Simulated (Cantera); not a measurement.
An isothermal, constant-pressure homogeneous reactor starts with 0.435 % CH₂O, 2.81 % O₂, 96.8 % N₂, at 1325 K and 760 Torr.

Computed with Cantera and GRI-Mech 3.0 (53 species, 325 reactions).

Predict: x(O₂) at 20.0 s; x(NO) at 20.0 s; x(HO₂) at 20.0 s; x(H₂O) at 20.0 s.


```json
{
 "x(O₂) at 20.0 s": "0.0237 (gas-phase equilibrium 0.0236)",
 "x(NO) at 20.0 s": "2.94e-7 (gas-phase equilibrium 0.000173)",
 "x(HO₂) at 20.0 s": "1.93e-9 (gas-phase equilibrium 1.92e-9)",
 "x(H₂O) at 20.0 s": "0.00435 (gas-phase equilibrium 0.00435)"
}
```
